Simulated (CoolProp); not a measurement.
Aqueous potassium acetate as a coolant, 44 % by mass, freezing at -50.2 °C, 1 atm.

Computed with CoolProp (Melinder's fits for secondary coolants).

| T (°C) | density (kg/m³) | conductivity (W/(m K)) | Prandtl number | viscosity (mPa s) |
|---|---|---|---|---|
| -21.4 | 1257 | 0.417 | 156 | 23.7 |
| -14.8 | 1255 | 0.423 | 105 | 16.1 |
| -8.2 | 1252 | 0.430 | 74.1 | 11.5 |
| -1.6 | 1249 | 0.437 | 54.6 | 8.52 |
| 5 | 1246 | [?] | [?] | 6.58 |
| 11.5 | 1243 | 0.450 | 33.1 | 5.26 |
| 18.1 | 1240 | 0.457 | 26.8 | 4.30 |
| 24.7 | 1237 | 0.463 | 22.2 | 3.58 |
| 31.3 | 1233 | 0.470 | 18.6 | 3.03 |
| 37.9 | 1230 | [?] | 15.8 | 2.59 |

Problem. Complete the blanks.

Solution. 
- 5, conductivity (W/(m K)): 0.443
- 5, Prandtl number: 41.8
- 37.9, conductivity (W/(m K)): 0.477
